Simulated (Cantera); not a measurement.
A Cantera script and what it prints.

```python
import numpy as np
import cantera as ct

gas_names = [...]  # 109 gases of nasa_gas.yaml made of C, Cl, H, Si
cond_names = """
    C(gr) C6H6(L) C7H8(L) C8H18(L),n-octa Si(cr) Si(L) SiC(b)
""".split()


# ... load() reads the species with a 1 bar reference pressure and builds the phases ...
atoms = {
    'CH3SiCl3': {'C': 1, 'H': 3, 'Si': 1, 'CL': 3},
    'C2H2': {'C': 2, 'H': 2},
    'H2': {'H': 2},
}
top_T = {'C(gr)': 4500, 'SiC(b)': 3050}  # K; cautious upper limits of use, not melting points


# ... equilibrate(T, P, feed) seeds the gas with the atoms and calls Mixture.equilibrate('TP', solver="vcs", rtol=1e-11, max_steps=5000) ...
results = []
feed = {'CH3SiCl3': 1, 'C2H2': 0.74, 'H2': 28}  # mol
T = 1073.15  # K
P = 23000  # Pa
mix = equilibrate(T, P, feed)
results.append((T, P, feed, dict(zip(mix.species_names, mix.species_moles))))
x = sorted(zip(gas.X, gas.species_names), reverse=True)
print(f"T = {T:g} K  P = {P:g} Pa  gas = {mix.phase_moles(0):.4g} mol")
print("   x: " + "  ".join(f"{s} {v:.3e}" for v, s in x if v > 0.001))
print("   condensed (mol): " + ("  ".join(f"{mix.phase(i).name} {mix.phase_moles(i):.4g}"
      for i in range(1, mix.n_phases) if mix.phase_moles(i) > 1e-12) or "none"))
```

Result:

```
T = 1073.15 K  P = 23000 Pa  gas = 31.34 mol
   x: H2 9.077e-01  HCL 7.940e-02  CH4 8.695e-03  SiCL4 3.655e-03
   condensed (mol): C(gr) 1.34  SiC(b) 0.8674
```

Method: chemical equilibrium by Gibbs-energy minimisation in Cantera with the NASA 1993 tables (ideal gas, pure condensed phases). The feed counts by its element totals alone. The tables' values for SiCl3 are old estimates; treat these amounts as uncertain.
